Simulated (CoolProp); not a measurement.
Model: reference Helmholtz-energy equation of state, Lemmon 2006, in CoolProp. It is a short technical equation, of lower accuracy than the large ones.

Q: Give the vapour pressure (bar), liquid density (kg/m³), vapour density (kg/m³), enthalpy of vaporisation (kJ/kg) of saturated CH3F (R41) at 204.2 K.

A: 
| T (K) | p (bar) | liquid density (kg/m³) | vapour density (kg/m³) | enthalpy of vaporisation (kJ/kg) |
|---|---|---|---|---|
| 204.2 | 1.66 | 861 | 3.52 | 474 |
